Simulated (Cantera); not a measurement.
An isothermal, constant-pressure homogeneous reactor starts with 45.5 % NO, 54.5 % N2, at 1573 K and 390 Torr.

Detailed kinetics in Cantera: GRI-Mech 3.0 (53 species, 325 reactions).

One state of this run: x NO = 0.0978; x O = 6.17e-6; x NO2 = 0.000281; x N2 = 0.724; x N2O = 3.28e-6; x O2 = 0.178. x: mole fraction; the columns are a selection and need not sum to one.

Problem. Which value of t (s) does it belong to?
(A) 0.00139
(B) 300
(C) 3.00
(D) 0.00646

Solution. B, 300
